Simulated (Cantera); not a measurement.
Charge: 1 mol Al, 28 mol O2, 30 mol H2, at 1725 °C and 133 Pa.

Method: chemical equilibrium by Gibbs-energy minimisation in Cantera with the NASA 1993 tables (ideal gas, pure condensed phases). Candidate condensed phases: Al, Al2O3, H2O; 19 gas species. Rates play no part.

Base state: H2O 0.669, O2 0.278, OH 0.0294, H2 0.00988, O 0.00952, H 0.00437 (mole fractions); condensed: Al2O3(s).

Task: What changes in the equilibrium state with this change: pressure from 133 Pa to 48000 Pa?

Result: 
| species | before | after |
|---|---|---|
| H2O | 0.669 | 0.704 |
| O2 | 0.278 | 0.288 |
| OH | 0.0294 | 0.00700 |
| H | 0.00437 | 5.38e-5 |
| O | 0.00952 | 0.000511 |
| H2 | 0.00988 | 0.000539 |
| Al2O3(s), mol | 0.500 | 0.500 |
Gases not in the tables: Al(OH)3.

Task: What changes in the equilibrium state with this change: temperature from 1725 °C to 925 °C?

Result: 
```tsv
species	before	after
H2O	0.669	0.710
O2	0.278	0.290
OH	0.0294	4.41e-5
H	0.00437	3.47e-9
O	0.00952	3.55e-7
H2	0.00988	4.42e-7
Al2O3(s), mol	0.500	0.500
```
